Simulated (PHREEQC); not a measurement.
Solution (93 °C): 0.0044 mol/kgw K2SiO3. Closed to the air; pH follows from the charge balance.

Equilibrium calculation in PHREEQC: ion-association model, phreeqc.dat.

Each row changes one thing in this solution. Precipitation was switched off in this run.

```json
[
 {"case": "as made", "pH": "9.99", "ionic strength (mol/kgw)": "0.00887"},
 {"case": "temperature from 93 to 65 °C", "pH": "10.51", "ionic strength (mol/kgw)": "0.00890"},
 {"case": "temperature from 93 to 20 °C", "pH": "[?]", "ionic strength (mol/kgw)": "0.00895"},
 {"case": "K2SiO3 from 0.0044 to 0.0022 mol/kgw", "pH": "9.73", "ionic strength (mol/kgw)": "0.00442"},
 {"case": "K2SiO3 from 0.0044 to 0.0066 mol/kgw", "pH": "10.14", "ionic strength (mol/kgw)": "[?]"},
 {"case": "K2SiO3 replaced by KCl at the same molality", "pH": "6.17", "ionic strength (mol/kgw)": "0.00440"}
]
```

Problem. Some entries are withheld; supply them.

Solution. 
- temperature from 93 to 20 °C, pH: 11.76
- K2SiO3 from 0.0044 to 0.0066 mol/kgw, ionic strength (mol/kgw): 0.0134

Constants without temperature data keep their 25 °C values here.
